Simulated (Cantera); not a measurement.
Feed: 1 mol FeS2, 2.4 mol O2, a varied amount of H2S, equilibrated at 852 °C and 600 Torr.

Method: chemical equilibrium by Gibbs-energy minimisation in Cantera with the NASA 1993 tables (ideal gas, pure condensed phases). Candidate condensed phases: Fe, FeO, Fe(OH)2, Fe(OH)3, FeS, FeSO4, FeS2, Fe2O3, Fe2(SO4)3, Fe3O4, H2O, H2SO4, S; 22 gas species. Mutual solubility and eutectic melting of coexisting phases are not modelled. FeS: taken at fixed stoichiometry. Gases not in the tables: S3 to S7. Equilibrium is a limit: real reactors are often held back by kinetics, nucleation or transport.

Q: Which condensed phases are stable at each of these points (n(H2S) (mol)): 0.21, 0.26, 0.33, 0.42, 0.53, 0.67, 0.85, 1.1, 1.4, 1.7, 2.2, 2.7, 3.4?

A: 
| n(H2S) (mol) | condensed phases | Fe condensed (%) |
|---|---|---|
| 0.21 | FeS(s) + Fe3O4(s) | 100.0 |
| 0.26 | FeS(s) + Fe3O4(s) | 100.0 |
| 0.33 | FeS(s) + Fe3O4(s) | 100.0 |
| 0.42 | FeS(s) + Fe3O4(s) | 100.0 |
| 0.53 | FeS(s) + Fe3O4(s) | 100.0 |
| 0.67 | FeS(s) + Fe3O4(s) | 100.0 |
| 0.85 | FeS(s) + Fe3O4(s) | 100.0 |
| 1.1 | FeS(s) | 100.0 |
| 1.4 | FeS(s) | 100.0 |
| 1.7 | FeS(s) | 100.0 |
| 2.2 | FeS(s) | 100.0 |
| 2.7 | FeS(s) | 100.0 |
| 3.4 | FeS(s) | 100.0 |

From 0.21 mol H2S to 0.85 mol H2S the condensed part is FeS(s) + Fe3O4(s). From 1.1 mol H2S to 3.4 mol H2S the condensed part is FeS(s).
